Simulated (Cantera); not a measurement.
Input: 1 mol LiOH, 7.4 mol H₂, at 1375 °C and 1 atm.

These are equilibrium values from Cantera (NASA tables, ideal gas, pure condensed phases), not measurements of a reactor. Candidate condensed phases: H₂O, Li, LiH, LiOH, Li₂O; 17 gas species. The numbers say what is thermodynamically allowed, not how fast it happens.

Base state: H₂ 0.923, H₂O 0.0509, LiOH 0.0244, Li 0.00146, Li₂(OH)₂ 0.000128, H 8.51e-5, LiH 7.56e-5, Li₂O 3.65e-5 (mole fractions); condensed: Li₂O(s).

### Question
What changes in the equilibrium state with this change: H₂ from 7.4 to 0.015 mol?

### Answer
| species | before | after |
|---|---|---|
| H₂O | 0.0509 | 0.869 |
| LiOH | 0.0244 | 0.101 |
| H₂ | 0.923 | 0.0276 |
| LiH | 7.56e-5 | 5.47e-7 |
| OH | 2.11e-7 | 2.08e-5 |
| Li | 0.00146 | 6.10e-5 |
| Li₂(OH)₂ | 0.000128 | 0.00219 |
| Li₂O(s), mol | 0.395 | 0.471 |

### Question
What changes in the equilibrium state with this change: pressure from 1 atm to 0.370 bar?

### Answer
| species | before | after |
|---|---|---|
| H₂ | 0.923 | 0.912 |
| H₂O | 0.0509 | 0.0449 |
| LiOH | 0.0244 | 0.0379 |
| Li | 0.00146 | 0.00422 |
| Li₂O | 3.65e-5 | 9.99e-5 |
| LiH | 7.56e-5 | 0.000132 |
| H | 8.51e-5 | 0.000140 |
| Li₂O(s), mol | 0.395 | 0.327 |
